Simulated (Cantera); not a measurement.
Input: 1 mol Pb, a varied amount of CO2, 5 mol N2, equilibrated at 9.70 bar.

These are equilibrium values from Cantera (NASA tables, ideal gas, pure condensed phases), not measurements of a reactor. Candidate condensed phases: C, Pb, PbO, PbO2, Pb3O4; 27 gas species. Each liquid is taken as pure. Mutual solubility and eutectic melting of coexisting phases are not modelled. Equilibrium is a limit: real reactors are often held back by kinetics, nucleation or transport.

Stable condensed phases, one row left out:

```
T in °C \ n(CO2) in mol
         1.6 3.6 5.6 7.6 9.6  12  14  16
   1502    A   A   A   A   A   A   A   A
   1452    A   A   A   A   A   A   A   A
   1402    A   A   A   A   A   A   A   A
   1302    A   A   A   B   B   B   B   B
   1252    A   B   B   B   B   B   B   B
   1202    A   B   B   B   B   B   B   B
   1152    B   B   B   B   B   B   B   B
   1102    B   B   B   B   B   B   B   B
   1052    B   B   B   B   B   B   B   B
   1002    B   B   B   B   B   B   B   B
    952    B   B   B   B   B   B   B   B
    902    B   B   B   B   B   B   B   B
    852    B   B   B   B   B   B   B   B
```

A: Pb; B: Pb + PbO.

Question: Give the row for 1352 °C.

Answer: 1.6: Pb; 3.6: Pb; 5.6: Pb; 7.6: Pb; 9.6: Pb; 12: Pb; 14: Pb; 16: Pb.
